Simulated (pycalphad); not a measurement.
CALPHAD calculation (pycalphad, COST 507 light-alloy database (1999)), 1 atm. No gas phase is included, though pure Mg would boil below 1377 °C. The database dates from 1999; later assessments differ in places, in temperatures and in the compounds included. Kinetics are ignored, which matters at the lower temperatures.

Molar enthalpy of Mg-1.16Si-1.32Al (at.%) in equilibrium (SER reference):

| T (°C) | H (kJ/mol) | phases |
|---|---|---|
| 1377 | 50.75 | LIQUID |
| 1302 | 48.18 | LIQUID |
| 1227 | 45.62 | LIQUID |
| 1152 | 43.06 | LIQUID |
| 1077 | 40.49 | LIQUID |
| 1002 | 37.93 | LIQUID |
| 927 | 35.36 | LIQUID |
| 852 | 32.80 | LIQUID |
| 777 | 30.23 | LIQUID |
| 702 | 27.67 | LIQUID |
| 677 | 26.82 | LIQUID |
| 652 | 25.96 | LIQUID |
| 627 | 20.14 | HCP_A3 + LIQUID + MG2SI |
| 602 | 15.51 | HCP_A3 + MG2SI |
| 577 | 14.73 | HCP_A3 + MG2SI |
| 552 | 13.96 | HCP_A3 + MG2SI |
| 477 | 11.70 | HCP_A3 + MG2SI |
| 402 | 9.50 | HCP_A3 + MG2SI |
| 327 | 7.37 | HCP_A3 + MG2SI |
| 252 | 5.29 | HCP_A3 + MG2SI |
| 177 | 3.27 | HCP_A3 + MG2SI |
| 102 | 1.25 | HCP_A3 + MG2SI + ALMG_GAMMA |

Cooling from 652 °C to 602 °C, across the freezing range, releases 10.4 kJ/mol, or 429 J/g. The slope is 34 J/(mol K) in the liquid and 31 J/(mol K) just below the solidus, where it includes any heat of precipitation. Liquidus 632 °C, solidus 613 °C. Changes were sought between steps of 25 K, so a narrower field can be missed.

Database names, with the compositions (at.%) that they take in these runs: MG2SI: Mg 67 Si 33; ALMG_GAMMA: Mg 59 Al 41. HCP_A3 is hcp.
